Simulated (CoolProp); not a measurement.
A Linde-Hampson liquefier for ethylene: isothermal reversible compression at 290 K from 1 atm to 15 MPa, throttling to 1 atm, return gas leaving the recuperator 10 K below the feed. Each further row changes one setting.

The numbers come from the reference Helmholtz-energy equation of state, Smukala 2000 in CoolProp.

| case | liquid yield per pass | compression work (kJ/kg of gas) |
|---|---|---|
| as stated | ? | 338 |
| high pressure 30 MPa | ? | ? |
| warm-end temperature 320 K | ? | ? |
| warm-end gap 15 K | ? | 338 |

Q: Complete the blanks.

A: 
- as stated, liquid yield per pass: 0.490
- high pressure 30 MPa, liquid yield per pass: 0.497
- high pressure 30 MPa, compression work (kJ/kg of gas): 373
- warm-end temperature 320 K, liquid yield per pass: 0.380
- warm-end temperature 320 K, compression work (kJ/kg of gas): 404
- warm-end gap 15 K, liquid yield per pass: 0.484
